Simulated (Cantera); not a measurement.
A perfectly stirred reactor is fed with NO : N₂ = 1 : 4.1 (molar parts), at 110000 Pa; it is held at 1750 K, and followed from long to short residence time.

Computed with Cantera and GRI-Mech 3.0 (53 species, 325 reactions).

x: mole fraction; the columns are a selection and need not sum to one.

```
τ (s)     x NO      x O   x N₂    x N₂O      x O₂  x NO₂
-------  -----  -------  -----  -------  --------  -----
6.2      0.145  1.18e-5  0.829  8.65e-6    0.0252      ?
1.9      0.175  8.03e-6  0.814  1.26e-5    0.0103      ?
0.57     0.189  5.41e-6  0.807  1.46e-5   0.00345      ?
0.17     0.194  4.08e-6  0.805  1.53e-5   0.00104      ?
0.053    0.195  3.47e-6  0.804  1.50e-5  0.000301      ?
0.016    0.196  2.92e-6  0.804  1.36e-5   7.04e-5      ?
0.0049   0.196  1.97e-6  0.804  1.04e-5   9.82e-6      ?
0.0015   0.196  8.63e-7  0.804  5.85e-6   5.53e-7      ?
0.00045  0.196  3.58e-7  0.804  2.37e-6   2.76e-8      ?
0.00014  0.196  2.00e-7  0.804  8.20e-7   2.94e-9      ?
```

What belongs in the gaps?


- 6.2, x NO₂: 0.000151
- 1.9, x NO₂: 0.000122
- 0.57, x NO₂: 8.78e-5
- 0.17, x NO₂: 6.70e-5
- 0.053, x NO₂: 5.68e-5
- 0.016, x NO₂: 4.70e-5
- 0.0049, x NO₂: 2.99e-5
- 0.0015, x NO₂: 1.09e-5
- 0.00045, x NO₂: 2.80e-6
- 0.00014, x NO₂: 7.07e-7
